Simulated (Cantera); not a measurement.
Input (Python, Cantera) and output of one run.

```python
import numpy as np
import cantera as ct

gas_names = """
    Electron F F+ F- FO FO2 F2 F2O N N+ N- NF NF2 NF3 NO NO+ NO2 NO2- NO3 NO3- N2 N2+ N2- N2O N2O+ O O+
    O- O2 O2+ O2- O3
""".split()
cond_names = """

""".split()


def load(file, names, dense=False):
    # The tables refer to 1 bar. Condensed volumes are neglected.
    table = {s.name: s for s in ct.Species.list_from_file(file)}
    out = []
    for n in names:
        d = dict(table[n].input_data)
        d["thermo"] = dict(d["thermo"], **{"reference-pressure": 1e5})
        if dense:
            d["equation-of-state"] = {"model": "constant-volume", "density": "1e6 g/cm^3"}
        out.append(ct.Species.from_dict(d))
    return out


gas = ct.Solution(thermo="ideal-gas", species=load("nasa_gas.yaml", gas_names))
cond = {s.name: ct.Solution(thermo="fixed-stoichiometry", species=[s], name=s.name)
        for s in load("nasa_condensed.yaml", cond_names, dense=True)}
atoms = {
    'NF3': {'N': 1, 'F': 3},
    'O2': {'O': 2},
    'N2': {'N': 2},
}
top_T = {}  # K; cautious upper limits of use, not melting points


def equilibrate(T, P, feed):
    n = {}
    for name, mol in feed.items():
        for a, k in atoms[name].items():
            n[a] = n.get(a, 0.0) + k * mol
    gas.TPX = T, P, n
    mass = sum(n.values()) * gas.mean_molecular_weight
    gas.equilibrate("TP")
    valid = [c for c in cond.values() if c.min_temp <= T <= top_T.get(c.name, c.max_temp)]
    mix = ct.Mixture([(gas, mass / gas.mean_molecular_weight)] + [(c, 0.0) for c in valid])
    mix.T, mix.P = T, P
    mix.equilibrate("TP", solver="vcs", rtol=1e-11, max_steps=5000)
    return mix


results = []
feed = {'NF3': 1, 'O2': 1.1, 'N2': 2.7}  # mol
P = 10000  # Pa
for T in [3000, 3250, 3500, 3750, 4000, 4250, 4500, 4750, 5000]:
    mix = equilibrate(T, P, feed)
    results.append((T, P, feed, dict(zip(mix.species_names, mix.species_moles))))

top = {s: max(r[3][s] / sum(r[3][g] for g in gas_names) for r in results) for s in gas_names}
cols = sorted((s for s in top if top[s] > 0.001), key=lambda s: -top[s])[:7]
seen = [c for c in cond_names if any(r[3].get(c, 0) > 1e-12 for r in results)]
print("log10 of partial pressures in bar; condensed amounts in mol")
print(f"{'T/K':>10s}" + "".join(f"{s[:9]:>10s}" for s in cols + seen))
for T, P, feed, n in results:
    ng = sum(n[g] for g in gas_names)
    print(f"{T:10.4g}" + "".join(f"{np.log10(max(n[s] / ng * P / 1e5, 1e-99)):10.3f}" for s in cols)
          + "".join(f"{n.get(c, 0):10.4g}" for c in seen))
```

It prints:

```
log10 of partial pressures in bar; condensed amounts in mol
       T/K        N2         F         O        O2         N        NO
      3000    -1.392    -1.409    -1.991    -2.090    -5.552    -2.672
      3250    -1.407    -1.424    -1.778    -2.352    -4.913    -2.688
      3500    -1.417    -1.436    -1.669    -2.723    -4.363    -2.775
      3750    -1.422    -1.442    -1.623    -3.143    -3.884    -2.898
      4000    -1.424    -1.445    -1.605    -3.555    -3.463    -3.027
      4250    -1.428    -1.447    -1.597    -3.936    -3.092    -3.150
      4500    -1.435    -1.450    -1.595    -4.283    -2.763    -3.266
      4750    -1.448    -1.454    -1.596    -4.600    -2.472    -3.377
      5000    -1.471    -1.460    -1.601    -4.892    -2.215    -3.487
```

Method: chemical equilibrium by Gibbs-energy minimisation in Cantera with the NASA 1993 tables (ideal gas, pure condensed phases).
